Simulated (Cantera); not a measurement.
Pyrogenic steam for wet oxidation

A perfectly stirred reactor is fed with 19.6 % H₂, 19.6 % O₂, 60.8 % N₂, at 158 Torr; it is held at 1150 K, and followed from long to short residence time.

Computed with Cantera and the H2/O2 subset of GRI-Mech 3.0, which has no nitrogen chemistry. The temperature is held fixed by assumption; the heat of reaction is taken as removed at once.

```tsv
τ (s)	x H₂	x O₂	x H₂O	x H	x O	x OH	x HO₂
5.2	9.25e-5	0.109	0.217	2.61e-6	1.83e-5	0.000137	2.76e-6
1.2	0.000246	0.109	0.217	1.14e-5	5.07e-5	0.000222	6.14e-6
0.30	0.000610	0.109	0.216	4.57e-5	0.000132	0.000354	1.14e-5
0.071	0.00152	0.109	0.215	0.000192	0.000348	0.000588	1.82e-5
0.017	0.00360	0.110	0.212	0.000787	0.000875	0.000995	2.46e-5
0.0040	0.00834	0.111	0.205	0.00316	0.00211	0.00171	2.91e-5
0.00095	0.0185	0.115	0.187	0.0113	0.00472	0.00282	3.14e-5
0.00023	0.0390	0.125	0.151	0.0307	0.00884	0.00412	3.10e-5
```
x: mole fraction; the columns are a selection and need not sum to one.
